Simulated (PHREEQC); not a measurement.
Hard or scaling water: an equilibrium model

Make-up at 45 °C: 0.0025 mol MgCl2, 6.6e-06 mol CO2 and 2.9e-06 mol H4SiO4 per kg of water. Closed to the air; pH follows from the charge balance.

All values are PHREEQC results (ion-association model, phreeqc.dat), not measurements.

No solid was allowed to form.

**Question.** Estimate the pH.

**Answer.** pH 5.79.

**Question.** In which forms is C present?

**Answer.** CO2 74 %, HCO3- 26 %, MgHCO3+ 0.6 % of the C.

Species that the database lacks are ignored. At this temperature some constants are extrapolated from 25 °C, and those without enthalpy data are left unchanged.
